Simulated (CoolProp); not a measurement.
Vapour-liquid equilibrium of R152A (1) + isobutene (2) at 233 kPa; x and y are mole fractions of (1).

Model: multi-fluid Helmholtz-energy mixture model, Outcalt 1996 and Lemmon 2005; pair parameters Bell 2016, in CoolProp.

Task: Give the bubble temperature and the first vapour's composition at x = 0.425, 0.5, 0.8. Is there an azeotrope?

Result: x = 0.425: 271.4 K, y = 0.620; x = 0.5: 270.6 K, y = 0.657; x = 0.8: 268.9 K, y = 0.810. y crosses x between x = 0.8 and 0.875: the model has an azeotrope there.

The pair parameters rest on a limited set of measurements; away from them the model extrapolates.
